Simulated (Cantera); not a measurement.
Input: 1 mol TiO2, 2 mol CO, 0.4 mol N2, held at 1700 K and 1.33 mbar.

These are equilibrium values from Cantera (NASA tables, ideal gas, pure condensed phases), not measurements of a reactor. Candidate condensed phases: C, Ti, TiC, TiN, TiO, TiO2, Ti2O3, Ti3O5, Ti4O7; 27 gas species. Mutual solubility and eutectic melting of coexisting phases are not modelled. Condensed phases not in the tables: Magnéli phases beyond Ti4O7. Equilibrium is a limit: real reactors are often held back by kinetics, nucleation or transport.

Base state: CO 0.819, N2 0.167, CO2 0.0142 (mole fractions); condensed: TiO2(rutile) + Ti4O7(s).

### Question
What changes in the equilibrium state with this change: temperature from 1700 K to 1298.15 K?

### Answer
```json
[
 {"species": "CO", "before": "0.819", "after": "0.832"},
 {"species": "N2", "before": "0.167", "after": "0.167"},
 {"species": "CO2", "before": "0.0142", "after": "0.00139"},
 {"species": "TiO2(rutile), mol", "before": "0.863", "after": "0.987"},
 {"species": "Ti4O7(s), mol", "before": "0.0342", "after": "0.00335"}
]
```

### Question
What changes in the equilibrium state with this change: temperature from 1700 K to 2098 K?

### Answer
| species | before | after |
|---|---|---|
| CO | 0.819 | 0.729 |
| N2 | 0.167 | 0.166 |
| CO2 | 0.0142 | 0.103 |
| TiO2 | 2.49e-7 | 0.000792 |
| O2 | 1.07e-9 | 0.000125 |
| O | 4.00e-8 | 0.000419 |
| TiO2(rutile), mol | 0.863 | 0 |
| Ti4O7(s), mol | 0.0342 | 0 |
| Ti4O7(l), mol | 0 | 0.250 |
